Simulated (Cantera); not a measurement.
**Ammonia decomposition in nitride growth gas**

An isothermal, constant-pressure homogeneous reactor starts with 90.1 % NH3, 9.91 % H2, at 1525 K and 100.0 Torr.

Model: the gas-phase N/H chemistry of the illustrative SiF4/NH3 mechanism in the Surface Chemkin manual (1991), integrated in Cantera. Walls and surfaces, which speed up NH3 decomposition in real reactors, are not modelled.

| t (s) | x NH3 | x H2 | x N | x NH | x N2H2 |
|---|---|---|---|---|---|
| 4.00e-5 | 0.901 | 0.0991 | <1e-12 | <1e-12 | <1e-12 |
| 0.000194 | 0.901 | 0.0991 | <1e-12 | 8.54e-12 | 7.48e-12 |
| 0.000943 | 0.901 | 0.0991 | <1e-12 | 2.54e-10 | 5.15e-10 |
| 0.00458 | 0.901 | 0.0991 | 2.40e-11 | 6.15e-9 | 1.83e-8 |
| 0.0222 | 0.901 | 0.0992 | 1.52e-9 | 1.05e-7 | 3.84e-7 |
| 0.108 | 0.900 | 0.0999 | 3.51e-9 | 1.91e-7 | 7.35e-7 |
| 0.524 | 0.894 | 0.104 | 3.57e-9 | 1.91e-7 | 7.26e-7 |
| 2.54 | 0.869 | 0.123 | 3.78e-9 | 1.92e-7 | 6.85e-7 |
| 12.4 | 0.762 | 0.201 | 4.31e-9 | 1.90e-7 | 5.29e-7 |
| 60.0 | 0.459 | 0.424 | 4.60e-9 | 1.59e-7 | 2.13e-7 |
x: mole fraction; the columns are a selection and need not sum to one.

Equilibrium at this temperature and pressure: NH3 2.45e-6, H2 0.763, N <1e-12, NH 2.78e-12, N2H2 <1e-12 (gas phase only).
